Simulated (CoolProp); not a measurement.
Vapour-liquid equilibrium of R22 (1) + acetone (2) at 312.8 K; x and y are mole fractions of (1).

Values from CoolProp's multi-fluid Helmholtz-energy mixture model, Kamei 1995 and Lemmon 2006; pair parameters Bell 2016.

| x | bubble pressure (MPa) | y at the bubble point | dew pressure at overall composition x (MPa) | liquid density (mol/L) |
|---|---|---|---|---|
| 0.05 | 0.1160 | 0.529 | 0.05874 | 13.28 |
| 0.15 | 0.2028 | 0.744 | 0.06555 | 13.39 |
| 0.25 | 0.2765 | 0.825 | 0.07409 | 13.51 |
| 0.35 | 0.3579 | 0.877 | 0.08515 | 13.64 |
| 0.45 | 0.4598 | 0.917 | 0.1001 | 13.75 |
| 0.55 | 0.5918 | 0.947 | 0.1212 | 13.84 |
| 0.65 | 0.7602 | 0.970 | 0.1532 | 13.89 |
| 0.75 | 0.9642 | 0.984 | 0.2069 | 13.87 |
| 0.85 | 1.191 | 0.993 | 0.3112 | 13.73 |
| 0.95 | 1.416 | 0.998 | 0.6067 | 13.38 |

No azeotrope shows between x = 0.05 and 0.95.

Pair parameters are fitted to limited data, so mixtures are less certain than the pure fluids.
